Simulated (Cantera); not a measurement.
## Equilibrium for abatement and gas-phase synthesis: HBr + H2O

Charge: 1 mol HBr, 0.55 mol H2O, equilibrated at 1130 Torr.

Equilibrium computed with Cantera from the NASA thermochemical tables; the gas is ideal and each condensed phase is pure. Candidate condensed phases: Br2, H2O; 12 gas species. Kinetics and transport are ignored.

```tsv
T (K)	log p HBr	log p H2O	log p Br	log p H2	log p H	log p OH
2225	-0.17	-0.31	-0.67	-0.97	-2.67	-2.85
2300	-0.19	-0.31	-0.61	-0.91	-2.47	-2.67
2375	-0.23	-0.32	-0.56	-0.85	-2.28	-2.49
2450	-0.26	-0.33	-0.51	-0.81	-2.10	-2.33
2525	-0.30	-0.34	-0.47	-0.77	-1.94	-2.18
2600	-0.33	-0.35	-0.43	-0.73	-1.78	-2.03
2675	-0.38	-0.36	-0.40	-0.70	-1.64	-1.90
2750	-0.42	-0.37	-0.37	-0.67	-1.50	-1.77
2825	-0.46	-0.39	-0.34	-0.65	-1.37	-1.65
```
log p: log10 of the partial pressure in bar; nothing condenses.

From 2225 K to 2825 K nothing is condensed.
